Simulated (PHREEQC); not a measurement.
Dissolve 0.16 mol K2CO3 and 3.9e-06 mol CO2 per kg of water at 25 °C. Closed to the air; pH follows from the charge balance.

Equilibrium calculation in PHREEQC: ion-association model, wateq4f.dat.

Precipitation was switched off in this run.

Problem. Predict the pH.

Solution. pH 11.43.

Problem. In which forms is C present?

Solution. CO3-2 97 %, HCO3- 2.6 % of the C.
